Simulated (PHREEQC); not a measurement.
Solution (20 °C): 74 mmol/kgw HF, 0.11 mmol/kgw CuSO4 and 22 mmol/kgw KCl. Closed to the air; pH follows from the charge balance.

Model: ion-association model, phreeqc.dat, run in PHREEQC.

**Question.** The ionic strength comes out as 0.0312 mol/kgw. What activity coefficients do HSO4-, K+, Cl-, Cu+2, H+ get?

**Answer.** HSO4- 0.85, K+ 0.84, Cl- 0.85, Cu+2 0.54, H+ 0.87.

No solid was allowed to form. Complexes and solids missing from the database can't appear.
